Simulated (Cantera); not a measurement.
Input: 1 mol SiH2Cl2, 22 mol NH3, 7 mol N2, equilibrated at 1752 °C and 9.90 Pa.

Cantera equilibrium calculation (NASA polynomials, part measured and part estimated; ideal gas, pure solids and liquids). Candidate condensed phases: NH4Cl, Si, Si3N4; 28 gas species. The tables' values for SiCl, SiN are old estimates; treat these amounts as uncertain. Kinetics and transport are ignored.

Question: What is the equilibrium state?

Answer: 
| Item | Value |
|---|---|
| x(H2) | 0.502 |
| x(N2) | 0.310 |
| x(H) | 0.137 |
| x(HCl) | 0.0283 |
| x(Si) | 0.0168 |
| x(Cl) | 0.00573 |
| x(SiCl) | 0.000176 |
| x(SiCl2) | 0.000106 |
| x(SiH) | 7.59e-5 |
| gas amount | 58.14 mol |
| log10 activity of Si(l) (absent) | -1.54 |
